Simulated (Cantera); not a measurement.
Adiabatic ignition

An adiabatic, constant-volume homogeneous reactor starts with 4.13 % CH4, 2.07 % CO, 18.6 % O2, 69.8 % N2, 5.37 % H2O, equivalence ratio 0.50, at 1650 K and 18.0 bar.

Computed with Cantera and GRI-Mech 3.0 (53 species, 325 reactions). The pressure lies above the range GRI-Mech 3.0 was tuned for (to about 10 atm).

```json
[
 {"t (s)": "9.00e-6", "T (K)": "1652", "P (bar)": "18.0", "x CH4": "0.0407", "x CO": "0.0206", "x O2": "0.186", "x H2O": "0.0541", "x HO2": "1.83e-5"},
 {"t (s)": "2.55e-5", "T (K)": "2162", "P (bar)": "24.1", "x CH4": "0.00426", "x CO": "0.0446", "x O2": "0.133", "x H2O": "0.107", "x HO2": "0.000302"},
 {"t (s)": "7.25e-5", "T (K)": "2749", "P (bar)": "29.9", "x CH4": "<1e-12", "x CO": "0.00431", "x O2": "0.0907", "x H2O": "0.129", "x HO2": "3.65e-5"},
 {"t (s)": "0.000206", "T (K)": "2737", "P (bar)": "29.8", "x CH4": "<1e-12", "x CO": "0.00418", "x O2": "0.0879", "x H2O": "0.130", "x HO2": "3.47e-5"},
 {"t (s)": "0.000585", "T (K)": "2722", "P (bar)": "29.6", "x CH4": "<1e-12", "x CO": "0.00401", "x O2": "0.0842", "x H2O": "0.130", "x HO2": "3.25e-5"},
 {"t (s)": "0.00166", "T (K)": "2716", "P (bar)": "29.5", "x CH4": "<1e-12", "x CO": "0.00395", "x O2": "0.0828", "x H2O": "0.130", "x HO2": "3.17e-5"},
 {"t (s)": "0.00471", "T (K)": "2716", "P (bar)": "29.5", "x CH4": "<1e-12", "x CO": "0.00395", "x O2": "0.0827", "x H2O": "0.130", "x HO2": "3.17e-5"},
 {"t (s)": "0.0134", "T (K)": "2716", "P (bar)": "29.5", "x CH4": "<1e-12", "x CO": "0.00395", "x O2": "0.0827", "x H2O": "0.130", "x HO2": "3.17e-5"},
 {"t (s)": "0.0380", "T (K)": "2716", "P (bar)": "29.5", "x CH4": "<1e-12", "x CO": "0.00395", "x O2": "0.0827", "x H2O": "0.130", "x HO2": "3.17e-5"},
 {"t (s)": "0.108", "T (K)": "2716", "P (bar)": "29.5", "x CH4": "<1e-12", "x CO": "0.00395", "x O2": "0.0827", "x H2O": "0.130", "x HO2": "3.17e-5"},
 {"t (s)": "0.306", "T (K)": "2716", "P (bar)": "29.5", "x CH4": "<1e-12", "x CO": "0.00395", "x O2": "0.0827", "x H2O": "0.130", "x HO2": "3.17e-5"},
 {"t (s)": "0.869", "T (K)": "2716", "P (bar)": "29.5", "x CH4": "<1e-12", "x CO": "0.00395", "x O2": "0.0827", "x H2O": "0.130", "x HO2": "3.17e-5"},
 {"t (s)": "2.47", "T (K)": "2716", "P (bar)": "29.5", "x CH4": "<1e-12", "x CO": "0.00395", "x O2": "0.0827", "x H2O": "0.130", "x HO2": "3.17e-5"},
 {"t (s)": "7.00", "T (K)": "2716", "P (bar)": "29.5", "x CH4": "<1e-12", "x CO": "0.00395", "x O2": "0.0827", "x H2O": "0.130", "x HO2": "3.17e-5"}
]
```
x: mole fraction; the columns are a selection and need not sum to one.

| Property | Value |
|---|---|
| time of steepest temperature rise | 25.6 µs |
| temperature at 7.00 s | 2716 K |
| equilibrium temperature | 2716 K |
| x(CH4) at 7.00 s | <1e-12 (gas-phase equilibrium <1e-12) |
| x(CO) at 7.00 s | 0.00395 (gas-phase equilibrium 0.00395) |
| x(O2) at 7.00 s | 0.0827 (gas-phase equilibrium 0.0827) |
